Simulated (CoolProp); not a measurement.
Water along the isotherm 847.1 K: fugacity coefficient from the reference equation and from simpler models built on Tc = 647.1 K, pc = 22.06 MPa, ω = 0.344; each cubic takes its own stable root.

Values from CoolProp's reference Helmholtz-energy equation of state, Wagner 2002.

| p (MPa) | phase | reference |
|---|---|---|
| 0.174 | gas | 0.9991 |
| 0.358 | gas | 0.9981 |
| 0.736 | gas | 0.9962 |
| 1.51 | gas | 0.9921 |
| 3.1 | gas | 0.9838 |
| 6.37 | gas | 0.9668 |
| 13.1 | gas | 0.9321 |
| 26.9 | supercritical | 0.8629 |
| 55.2 | supercritical | 0.7347 |

How far does each simpler model (van der Waals, Redlich-Kwong, Soave-Redlich-Kwong, Peng-Robinson) lie from the reference over these 9 states: mean and median of the absolute difference, and the worst?


- van der Waals: mean 2.0 %, median 0.5 %, worst -9.6 % at 847.1 K and 55.2 MPa
- Redlich-Kwong: mean 1.6 %, median 0.5 %, worst -6.3 % at 847.1 K and 55.2 MPa
- Soave-Redlich-Kwong: mean 0.6 %, median 0.0 %, worst +4.5 % at 847.1 K and 55.2 MPa
- Peng-Robinson: mean 0.7 %, median 0.4 %, worst -2.1 % at 847.1 K and 26.9 MPa
